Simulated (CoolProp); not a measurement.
Properties of n-perfluorohexane along the isotherm 176.85 °C (Tc = 174.9 °C, pc = 1.742 MPa, ω = 0.497).

Computed with CoolProp (reference Helmholtz-energy equation of state, Gao 2022).

```
p (MPa)          phase  cp (kJ/(kg K))  Joule-Thomson coefficient (K/MPa)
-------  -------------  --------------  ---------------------------------
0.396              gas           1.026                              8.908
0.792              gas           1.061                              10.72
1.19               gas           1.139                              13.98
1.58               gas             ___                              21.66
1.98     supercritical             ___                              7.407
2.37     supercritical           1.521                              3.236
2.77     supercritical           1.405                              2.094
3.17     supercritical             ___                              1.540
3.56     supercritical           1.318                                ___
3.96     supercritical             ___                             0.9824
4.35     supercritical           1.279                             0.8189
```

**Question.** Complete the blanks.

**Answer.** 
- 1.58, cp (kJ/(kg K)): 1.473
- 1.98, cp (kJ/(kg K)): 2.032
- 3.17, cp (kJ/(kg K)): 1.351
- 3.56, Joule-Thomson coefficient (K/MPa): 1.212
- 3.96, cp (kJ/(kg K)): 1.295

The peak of cp marks the crossing from liquid-like to gas-like fluid above the critical point.
